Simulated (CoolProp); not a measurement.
A single-stage vapour-compression cycle with the fluid: evaporating at 207.15 K (dew point), condensing at 266.15 K (bubble point), superheat 0 K, subcooling 8 K, compressor efficiency 0.9, no pressure losses. The same conditions are run with several fluids, on thermodynamics alone (safety and materials aside).

Model: reference Helmholtz-energy equation of state of each fluid (ammonia: Gao 2020; R125: Lemmon 2005; fluoroethane (R161): Wu 2012; C3F8 (R218): Lemmon 2006; chlorine: Thol 2021; propane: Lemmon 2009), in CoolProp.

### Question
Rank ammonia, R125, fluoroethane (R161), C3F8 (R218), chlorine, propane by cooling COP, highest first.

### Answer
propane (2.65), fluoroethane (R161) (2.63), R125 (2.52), chlorine (2.46), ammonia (2.40), C3F8 (R218) (2.30)

| fluid | pressure ratio | discharge temperature (K) | refrigerating effect (kJ/kg) | volumetric capacity (kJ/m³) |
|---|---|---|---|---|
| ammonia | 22.6 | 447.3 | 1230 | 178 |
| R125 | 13.9 | 281.9 | 116 | 316 |
| fluoroethane (R161) | 15.5 | 328.8 | 353 | 222 |
| C3F8 (R218) | 15.2 | 266.2 | 65.7 | 158 |
| chlorine | 15.1 | 426.2 | 256 | 205 |
| propane | 12.4 | 299.0 | 334 | 267 |

The compression ends wet for: C3F8 (R218).
